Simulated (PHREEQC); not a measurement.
Dissolve 8.9 mmol/kgw HF, 23 mmol/kgw (CH3)4NF, 79 mmol/kgw (NH4)2SiF6 and 0.18 mmol/kgw H2SO4 at 25 °C. Closed to the air; pH follows from the charge balance.

All values are PHREEQC results (ion-association model, phreeqc.dat), not measurements.

This is a speciation only: nothing precipitates in the calculation.

### Question
What pH does the model give?

### Answer
pH 3.43.

### Question
In which forms is S present?

### Answer
SO4-2 67 %, NH4SO4- 32 %, HSO4- 0.9 % of the S.

(CH3)4N+ isn't in the database: it is added as a free cation with an ion size of 4 Å. SiF6-2 is the database's only silicon fluoride.
